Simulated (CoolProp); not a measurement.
A Linde-Hampson liquefier for normal hydrogen: isothermal reversible compression at 250 K from 1 atm to 5 MPa, throttling to 1 atm, return gas leaving the recuperator 2 K below the feed. Each further row changes one setting.

Values from CoolProp's reference Helmholtz-energy equation of state, Leachman 2009.

```tsv
case	compression work (kJ/kg of gas)
as stated	4050
high pressure 10 MPa	4800
warm-end temperature 280 K	4540
warm-end gap 7 K	4050
```
